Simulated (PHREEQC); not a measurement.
Make-up at 94 °C: 0.00134 mol/kgw ZnI2. Closed to the air; pH follows from the charge balance.

The numbers come from PHREEQC with the ion-association model, wateq4f.dat.

Precipitation was switched off in this run.

Task: What pH does the model give?

Result: pH 5.06.

Constants without temperature data keep their 25 °C values here.
